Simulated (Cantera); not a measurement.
Input (Python, Cantera) and output of one run.

```python
import numpy as np
import cantera as ct

gas_names = """
    CL2
""".split()
cond_names = """
    TiCL3(s) TiCL4(L)
""".split()


# ... load() reads the species with a 1 bar reference pressure and builds the phases ...
species = {s.name: s for s in load("nasa_gas.yaml", gas_names) + load("nasa_condensed.yaml", cond_names)}
# Each term lists the table entries of one substance; the one whose range holds T is used.
reactions = {
    'Cl2(g) + 2 TiCl3 = 2 TiCl4':
        [(-1, ['CL2']), (-2, ['TiCL3(s)']), (2, ['TiCL4(L)'])],
}


def pick(names, T):
    return next(species[n] for n in names if species[n].thermo.min_temp <= T <= species[n].thermo.max_temp)


results = []
for label, terms in reactions.items():
    print(label)
    print("     T/K   dH/kJ  dS/(J/K)   dG/kJ   log10 K")
    for T in [300, 448, 473, 498, 523, 548]:
        used = [(nu, pick(names, T)) for nu, names in terms]
        dH = sum(nu * s.thermo.h(T) for nu, s in used) / 1e6
        dS = sum(nu * s.thermo.s(T) for nu, s in used) / 1e3
        dG = dH - T * dS / 1e3
        logK = -dG * 1e6 / (ct.gas_constant * T * np.log(10))
        results.append((label, T, dH, dS, dG, logK, [s.name for _, s in used]))
        print(f"{T:8g} {dH:8.1f} {dS:8.1f} {dG:8.1f} {logK:8.2f}")
```

Output:

```
Cl2(g) + 2 TiCl3 = 2 TiCl4
     T/K   dH/kJ  dS/(J/K)   dG/kJ   log10 K
     300   -164.7      2.6   -165.5    28.82
     448   -155.9     26.7   -167.8    19.57
     473   -154.4     29.8   -168.5    18.61
     498   -153.0     32.8   -169.3    17.76
     523   -151.6     35.5   -170.2    17.00
     548   -150.2     38.2   -171.1    16.31
```

Standard-state values (1 bar) from the NASA 1993 polynomials, evaluated with Cantera. Condensed species are held in their standard states even where they would react or evaporate.
